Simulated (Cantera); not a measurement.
Charge: 1 mol SiO2, 1500 mol H2, equilibrated at 875 K and 6.10 mbar.

Equilibrium computed with Cantera from the NASA thermochemical tables; the gas is ideal and each condensed phase is pure. Candidate condensed phases: H2O, Si, SiO2; 18 gas species. Equilibrium is a limit: real reactors are often held back by kinetics, nucleation or transport.

Base state: H2 1.00 (mole fractions); condensed: SiO2(β-quartz).

Task: What changes in the equilibrium state with this change: temperature from 875 K to 1750 K?

Result: 
| species | before | after |
|---|---|---|
| H2 | 1.00 | 0.996 |
| H | <1e-9 | 0.00297 |
| SiO | <1e-9 | 0.000665 |
| H2O | <1e-9 | 0.000665 |
| SiO2(β-quartz), mol | 1.00 | 0 |
